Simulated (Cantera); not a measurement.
Input: 1 mol PbO, 2.5 mol CO, 0.48 mol H2, at 1173 K and 1000 Pa.

These are equilibrium values from Cantera (NASA tables, ideal gas, pure condensed phases), not measurements of a reactor. Candidate condensed phases: C, C6H6, C7H8, C8H18, H2O, Pb, PbO, PbO2, Pb3O4; 113 gas species. Equilibrium is a limit: real reactors are often held back by kinetics, nucleation or transport.

Base state: CO 0.541, CO2 0.263, H2 0.0954, H2O 0.0589, Pb 0.0422 (mole fractions); condensed: Pb(l).

What changes in the equilibrium state with this change: temperature from 1173 K to 975 K?


```csv
species,before,after
CO,0.541,0.544
CO2,0.263,0.295
H2,0.0954,0.120
Pb,0.0422,0.000917
H2O,0.0589,0.0407
"Pb(l), mol",0.869,0.997
```

What changes in the equilibrium state with this change: temperature from 1173 K to 1200 K?


```
species     before   after
----------  ------  ------
CO           0.541   0.531
CO2          0.263   0.254
H2          0.0954  0.0909
Pb          0.0422  0.0643
H2O         0.0589  0.0598
Pb(l), mol   0.869   0.795
```
